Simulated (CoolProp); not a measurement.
The numbers come from the reference Helmholtz-energy equation of state, Thol 2019 in CoolProp.

Q: Give the vapour pressure (kPa), liquid density (kg/m³), enthalpy of vaporisation (kJ/kg), liquid cp (kJ/(kg K)) of saturated dodecamethylpentasiloxane (MD3M) at 331.7 K.

A: 
```json
[
 {"T (K)": "331.7", "p (kPa)": "0.0974", "liquid density (kg/m³)": "837", "enthalpy of vaporisation (kJ/kg)": "166", "liquid cp (kJ/(kg K))": "1.79"}
]
```
